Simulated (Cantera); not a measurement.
Input (Python, Cantera) and output of one run.

```python
import numpy as np
import cantera as ct

gas_names = """
    CL CL2 H HCL H2 N NH NH2 NH3 N2 N2H2 N2H4 Si SiCL SiCL2 SiCL3 SiCL4 SiH SiHCL3 SiH2 SiH2CL2 SiH3
    SiH3CL SiH4 SiN Si2 Si2N Si3
""".split()
cond_names = """
    NH4CL(a) NH4CL(b) Si(cr) Si(L) Si3N4(a)
""".split()


# ... load() reads the species with a 1 bar reference pressure and builds the phases ...
atoms = {
    'Si2Cl6': {'Si': 2, 'CL': 6},
    'NH3': {'N': 1, 'H': 3},
}
top_T = {'Si3N4(a)': 2400}  # K; cautious upper limits of use, not melting points


# ... equilibrate(T, P, feed) seeds the gas with the atoms and calls Mixture.equilibrate('TP', solver="vcs", rtol=1e-11, max_steps=5000) ...
results = []
T = 2123.15  # K
P = 53  # Pa
for m in [1.1, 2.1, 3.7, 6.7, 12, 22, 40]:
    feed = {'Si2Cl6': 1, 'NH3': m}  # mol
    mix = equilibrate(T, P, feed)
    results.append((T, P, feed, dict(zip(mix.species_names, mix.species_moles))))

top = {s: max(r[3][s] / sum(r[3][g] for g in gas_names) for r in results) for s in gas_names}
cols = sorted((s for s in top if top[s] > 1e-05), key=lambda s: -top[s])[:9]
seen = [c for c in cond_names if any(r[3].get(c, 0) > 1e-12 for r in results)]
print("log10 of partial pressures in bar; condensed amounts in mol")
print(f"{'n(NH3)':>10s}" + "".join(f"{s[:9]:>10s}" for s in cols + seen))
for T, P, feed, n in results:
    ng = sum(n[g] for g in gas_names)
    print(f"{feed['NH3']:10.4g}" + "".join(f"{np.log10(max(n[s] / ng * P / 1e5, 1e-99)):10.3f}" for s in cols)
          + "".join(f"{n.get(c, 0):10.4g}" for c in seen))
```

It prints:

```
log10 of partial pressures in bar; condensed amounts in mol
    n(NH3)        H2       HCL     SiCL2        N2         H        CL        Si      SiCL     SiCL3
       1.1    -4.300    -3.778    -3.835    -4.312    -4.595    -4.207    -4.667    -5.065    -6.278
       2.1    -3.985    -3.807    -4.056    -4.176    -4.437    -4.394    -4.516    -5.100    -6.686
       3.7    -3.811    -3.874    -4.323    -4.090    -4.350    -4.548    -4.474    -5.213    -7.107
       6.7    -3.689    -3.981    -4.688    -4.026    -4.289    -4.715    -4.504    -5.410    -7.640
        12    -3.608    -4.123    -5.148    -3.982    -4.249    -4.898    -4.599    -5.688    -8.283
        22    -3.551    -4.311    -5.741    -3.951    -4.220    -5.115    -4.759    -6.064    -9.092
        40    -3.516    -4.529    -6.419    -3.932    -4.203    -5.351    -4.964    -6.506   -10.006
```

Cantera equilibrium calculation (NASA polynomials, part measured and part estimated; ideal gas, pure solids and liquids). The feed counts by its element totals alone. The tables' values for SiCl, SiCl3, SiN are old estimates; treat these amounts as uncertain. Gases not in the tables: Si2H6 and higher silanes.
